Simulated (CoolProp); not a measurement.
Vapour-liquid equilibrium of propane (1) + isohexane (2) at 0.0607 MPa; x and y are mole fractions of (1).

The numbers come from the multi-fluid Helmholtz-energy mixture model, Lemmon 2009 and Lemmon 2006; pair parameters Bell 2016 in CoolProp.

```
x     bubble temperature (K)  y at the bubble point  dew temperature at overall composition x (K)  liquid density (mol/L)
----  ----------------------  ---------------------  --------------------------------------------  ----------------------
0.05                   292.6                  0.642                                         316.7                   7.733
0.2                    256.9                  0.949                                         312.1                   8.638
0.35                   242.5                  0.983                                         306.7                   9.403
0.5                    234.3                  0.992                                         300.3                   10.19
0.65                   228.8                  0.996                                         292.2                   11.04
0.8                    224.6                  0.998                                         280.5                   11.99
0.95                   221.1                  1.000                                         256.6                   13.07
```

No azeotrope shows between x = 0.05 and 0.95.

The pair parameters rest on a limited set of measurements; away from them the model extrapolates. The gap from Raoult's law changes sign with composition, which may be real or a fault of the pair parameters; it wasn't checked against measurements.
